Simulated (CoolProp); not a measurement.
1000 sccm (0 °C, 1 atm) of nitrogen bubbles through liquid n-undecane at 358.6 K and leaves saturated at a total pressure of 0.0297 MPa (ideal gas phase). Each further row changes one setting.

Values from CoolProp's reference Helmholtz-energy equation of state, Aleksandrov 2011. It is a short technical equation, of lower accuracy than the large ones.

```json
[
 {"case": "as stated", "vapour pressure (kPa)": "2.27", "mole fraction of vapour": "0.0766", "delivery (mg/min)": "578", "delivery (sccm)": "82.9", "change of delivery for a bath 1 K warmer (%)": "5.3"},
 {"case": "bath temperature 363.6 K", "vapour pressure (kPa)": "2.88", "mole fraction of vapour": "0.0970", "delivery (mg/min)": "749", "delivery (sccm)": "107", "change of delivery for a bath 1 K warmer (%)": "5.3"},
 {"case": "total pressure 0.0594 MPa", "vapour pressure (kPa)": "2.27", "mole fraction of vapour": "0.0383", "delivery (mg/min)": "278", "delivery (sccm)": "39.8", "change of delivery for a bath 1 K warmer (%)": "5.1"}
]
```
